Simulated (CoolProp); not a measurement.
Saturation properties of nitrous oxide.

Values from CoolProp's reference Helmholtz-energy equation of state, Lemmon 2006. It is a short technical equation, of lower accuracy than the large ones.

```
T (°C)  p (MPa)  liquid density (kg/m³)  vapour density (kg/m³)  liquid cp (kJ/(kg K))  surface tension (mN/m)
------  -------  ----------------------  ----------------------  ---------------------  ----------------------
-44.35   0.8022                    1090                   20.91                  1.823                    14.1
-33.75    1.164                    1052                   30.11                  1.879                    11.9
-23.05      ___                    1010                   42.50                    ___                    9.72
-12.45    2.236                   965.9                   58.81                  2.067                    7.67
-1.85     2.977                     ___                   80.63                  2.234                    5.71
8.85      3.892                   859.0                   111.0                  2.524                    3.85
19.45     4.990                     ___                   155.1                  3.146                    2.14
30.05     6.314                   687.4                   233.3                  5.780                     ___
```

Problem. Complete the blanks.

Solution. 
- -23.05, p (MPa): 1.639
- -23.05, liquid cp (kJ/(kg K)): 1.957
- -1.85, liquid density (kg/m³): 916.4
- 19.45, liquid density (kg/m³): 789.3
- 30.05, surface tension (mN/m): 0.654

It boils at -88.5 °C under 1 atm.

Surface tension comes from a separate correlation (Mulero 2012).
